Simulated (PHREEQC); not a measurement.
0.1 mol of Fluorite (CaF2) is brought to equilibrium with 1 kg of water holding 0.001 mol/kgw NaCl, at 20 °C, the pH being set by adding NaOH or HCl. O2 is buffered at 0.21 atm. The system is closed to CO2. Only these solids could form: Fluorite.

Base run: PHREEQC, ion-association model, phreeqc.dat. Each further column changes one thing. The table gives dissolved Ca (mol/kgw).

```json
[
 {"pH": "5", "base": "0.000194", "temperature from 20 to 45 °C": "[?]", "temperature from 20 to 55 °C": "0.000254"},
 {"pH": "6.17", "base": "0.000192", "temperature from 20 to 45 °C": "0.000236", "temperature from 20 to 55 °C": "0.000250"},
 {"pH": "6.75", "base": "0.000192", "temperature from 20 to 45 °C": "0.000236", "temperature from 20 to 55 °C": "0.000250"},
 {"pH": "7.92", "base": "0.000192", "temperature from 20 to 45 °C": "[?]", "temperature from 20 to 55 °C": "0.000250"},
 {"pH": "9.08", "base": "0.000192", "temperature from 20 to 45 °C": "0.000236", "temperature from 20 to 55 °C": "0.000250"},
 {"pH": "10.25", "base": "0.000193", "temperature from 20 to 45 °C": "[?]", "temperature from 20 to 55 °C": "[?]"},
 {"pH": "10.83", "base": "0.000195", "temperature from 20 to 45 °C": "0.000250", "temperature from 20 to 55 °C": "0.000274"},
 {"pH": "12", "base": "0.000223", "temperature from 20 to 45 °C": "[?]", "temperature from 20 to 55 °C": "[?]"}
]
```

**Question.** Some entries are withheld; supply them.

**Answer.** 
- 5, temperature from 20 to 45 °C: 0.000239
- 7.92, temperature from 20 to 45 °C: 0.000235
- 10.25, temperature from 20 to 45 °C: 0.000240
- 10.25, temperature from 20 to 55 °C: 0.000258
- 12, temperature from 20 to 45 °C: 0.000336
- 12, temperature from 20 to 55 °C: 0.000399

 Away from 25 °C the constants follow the database's enthalpies or fits; those with neither stay at their 25 °C values.
